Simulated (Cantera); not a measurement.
An adiabatic, constant-volume homogeneous reactor starts with CO : H₂ : CH₄ : O₂ : N₂ = 1 : 0.034 : 0.2 : 0.955 : 3.59 (molar parts), at 1525 K and 0.210 bar. Integrator tolerance rtol = 1e-08.

Computed with Cantera and GRI-Mech 3.0 (53 species, 325 reactions).

| quantity | before | after |
|---|---|---|
| time of steepest temperature rise | 1.11 ms | 0.912 ms |
| temperature at 0.200 s | 2737 K | 2813 K |
| equilibrium temperature | 2737 K | 2813 K |
| x(CO) at 0.200 s | 0.101 (gas-phase equilibrium 0.101) | 0.134 (gas-phase equilibrium 0.134) |
| x(H₂) at 0.200 s | 0.00738 (gas-phase equilibrium 0.00738) | 0.00990 (gas-phase equilibrium 0.00990) |
| x(CH₄) at 0.200 s | <1e-12 (gas-phase equilibrium <1e-12) | <1e-12 (gas-phase equilibrium <1e-12) |
| x(NO) at 0.200 s | 0.0138 (gas-phase equilibrium 0.0138) | 0.0162 (gas-phase equilibrium 0.0162) |
| x(C₂H₆) at 0.200 s | <1e-12 (gas-phase equilibrium <1e-12) | <1e-12 (gas-phase equilibrium <1e-12) |
| x(H) at 0.200 s | 0.00929 (gas-phase equilibrium 0.00929) | 0.0139 (gas-phase equilibrium 0.0139) |
| x(CO₂) at 0.200 s | 0.111 (gas-phase equilibrium 0.111) | 0.124 (gas-phase equilibrium 0.124) |

Question: Which change was made?
(A) CO 1 to 2.6 parts
(B) CH4 0.2 to 0.44 parts
(C) pressure from 0.210 bar to 30.0 bar
(D) N2 3.59 to 2.5 parts

Answer: D, N2 3.59 to 2.5 parts
